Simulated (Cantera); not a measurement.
A perfectly stirred reactor is fed with NO : N2 = 1 : 16 (molar parts), at 1000 Pa; it is held at 1750 K, and followed from long to short residence time.

Detailed kinetics in Cantera: GRI-Mech 3.0 (53 species, 325 reactions). Radical loss at walls, strong at low pressure, is not modelled.

What does this change do: pressure from 1000 Pa to 82000 Pa?


```json
[
 {"quantity": "x(NO) at τ = 4.70 s", "before": "0.0587", "after": "0.0548"},
 {"quantity": "x(N2) at τ = 4.70 s", "before": "0.941", "after": "0.943"},
 {"quantity": "x(NO2) at τ = 4.70 s", "before": "6.33e-7", "after": "1.53e-5"},
 {"quantity": "x(O) at τ = 4.70 s", "before": "1.71e-5", "after": "4.29e-6"},
 {"quantity": "x(N2O) at τ = 4.70 s", "before": "1.25e-6", "after": "1.24e-6"},
 {"quantity": "x(NO) at τ = 82.0 ms", "before": "0.0588", "after": "0.0587"},
 {"quantity": "x(N2) at τ = 82.0 ms", "before": "0.941", "after": "0.941"},
 {"quantity": "x(NO2) at τ = 82.0 ms", "before": "1.35e-8", "after": "7.60e-6"},
 {"quantity": "x(O) at τ = 82.0 ms", "before": "4.96e-7", "after": "2.03e-6"},
 {"quantity": "x(N2O) at τ = 82.0 ms", "before": "3.18e-7", "after": "1.36e-6"}
]
```

What does this change do: pressure from 1000 Pa to 84000 Pa?


| quantity | before | after |
|---|---|---|
| x(NO) at τ = 4.70 s | 0.0587 | 0.0547 |
| x(N2) at τ = 4.70 s | 0.941 | 0.943 |
| x(NO2) at τ = 4.70 s | 6.33e-7 | 1.56e-5 |
| x(O) at τ = 4.70 s | 1.71e-5 | 4.27e-6 |
| x(N2O) at τ = 4.70 s | 1.25e-6 | 1.24e-6 |
| x(NO) at τ = 82.0 ms | 0.0588 | 0.0587 |
| x(N2) at τ = 82.0 ms | 0.941 | 0.941 |
| x(NO2) at τ = 82.0 ms | 1.35e-8 | 7.71e-6 |
| x(O) at τ = 82.0 ms | 4.96e-7 | 2.01e-6 |
| x(N2O) at τ = 82.0 ms | 3.18e-7 | 1.37e-6 |
